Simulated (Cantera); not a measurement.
Charge: 1 mol Cu2O, a varied amount of H2, equilibrated at 1425 °C and 24.0 mbar.

Method: chemical equilibrium by Gibbs-energy minimisation in Cantera with the NASA 1993 tables (ideal gas, pure condensed phases). Candidate condensed phases: Cu, CuO, Cu(OH)2, Cu2O, H2O; 12 gas species. Equilibrium is a limit: real reactors are often held back by kinetics, nucleation or transport.

Q: At 360 mol H2, list the 4 most abundant gas species with their mole fractions, and the condensed phases.

A: H2 0.991, Cu 0.00551, H2O 0.00276, H 0.000930. Condensed: gas only.
